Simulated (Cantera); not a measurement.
Mixture: 14.4 % CH3OH, 18.0 % O2, 67.6 % N2, equivalence ratio 1.2, at 3.40 bar, adiabatic and at constant volume. Ignition delay is the time to a rise of 400 K.

Model: GRI-Mech 3.0 (53 species, 325 reactions), integrated in Cantera. GRI-Mech 3.0 was tuned for natural gas; its chemistry of methanol as a main component is partial and can be far from experiment.

### Question
Predict: delay at 1048 K; delay at 1123 K; delay at 1198 K; delay at 1273 K; delay at 1348 K; delay at 1423 K; delay at 1498 K; apparent activation energy between 1348 and 1498 K.

### Answer
```
Item                                                    Result
--------------------------------------------------  ----------
delay at 1048 K                                        59.3 ms
delay at 1123 K                                        12.6 ms
delay at 1198 K                                        3.26 ms
delay at 1273 K                                        1.00 ms
delay at 1348 K                                       0.356 ms
delay at 1423 K                                       0.144 ms
delay at 1498 K                                        65.2 µs
apparent activation energy between 1348 and 1498 K  190 kJ/mol
```
